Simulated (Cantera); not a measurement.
Charge: 1 mol Fe2O3, 4.2 mol HCl, 6.8 mol H2, equilibrated at 38.0 Pa.

Method: chemical equilibrium by Gibbs-energy minimisation in Cantera with the NASA 1993 tables (ideal gas, pure condensed phases). Candidate condensed phases: Fe, FeCl2, FeCl3, FeO, Fe(OH)2, Fe(OH)3, Fe2O3, Fe3O4, H2O; 22 gas species. Mutual solubility and eutectic melting of coexisting phases are not modelled. The tables' stoichiometric FeO is somewhat more stable than real wüstite, so its field is too wide. FeO: taken at fixed stoichiometry. Kinetics and transport are ignored.

x: gas mole fraction; n: condensed amount in mol.

```tsv
T (K)	x H2	x HCl	x H2O	x FeCl2	x H	x Fe	x Cl	n FeO(s)	n Fe(γ)
900	0.527	0.350	0.107	0.0157	4.35e-9	<1e-12	2.82e-9	1.83	0
975	0.527	0.332	0.116	0.0248	4.26e-8	8.48e-12	2.53e-8	1.73	0
1050	0.527	0.313	0.126	?	?	?	?	1.62	0
1125	0.527	0.293	0.135	0.0445	1.66e-6	8.23e-9	8.16e-7	1.51	0
1200	0.526	0.274	0.146	0.0537	7.34e-6	1.31e-7	3.32e-6	1.40	0.0128
1275	0.516	0.260	?	?	?	?	?	?	?
1350	0.507	0.248	0.178	0.0671	8.70e-5	1.13e-5	3.54e-5	1.04	0.224
1425	0.498	0.236	0.192	0.0728	0.000247	7.35e-5	9.58e-5	0.882	0.316
1500	0.490	0.226	0.205	0.0779	0.000632	0.000395	0.000234	0.741	0.397
```

**Question.** Fill in the missing entries.

**Answer.** 
- 1050, x FeCl2: 0.0346
- 1050, x H: 3.02e-7
- 1050, x Fe: 3.41e-10
- 1050, x Cl: 1.63e-7
- 1275, x H2O: 0.163
- 1275, x FeCl2: 0.0607
- 1275, x H: 2.72e-5
- 1275, x Fe: 1.39e-6
- 1275, x Cl: 1.16e-5
- 1275, n FeO(s): 1.21
- 1275, n Fe(γ): 0.123
